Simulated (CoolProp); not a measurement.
Vapour-liquid equilibrium of ethylene (1) + propane (2) at -42.65 °C; x and y are mole fractions of (1).

Computed with CoolProp (multi-fluid Helmholtz-energy mixture model, Smukala 2000 and Lemmon 2009; pair parameters Bell 2016).

```csv
x,"bubble pressure, mixture model (MPa)","bubble pressure, Raoult's law (MPa)","y, mixture model","y, Raoult's law"
0.05,0.1616,0.1610,0.405,0.416
0.2,0.3506,0.3472,0.753,0.772
0.35,0.5357,0.5333,0.859,0.879
0.5,0.7147,0.7195,0.911,0.931
0.65,0.8904,0.9056,0.944,0.962
0.8,1.070,1.092,0.969,0.982
0.95,1.268,1.278,0.992,0.996
```

The largest gap from Raoult's law is -2.0 % in bubble pressure, at x = 0.8. No azeotrope shows between x = 0.05 and 0.95.

The pair parameters rest on a limited set of measurements; away from them the model extrapolates. The gap from Raoult's law changes sign with composition, which may be real or a fault of the pair parameters; it wasn't checked against measurements.
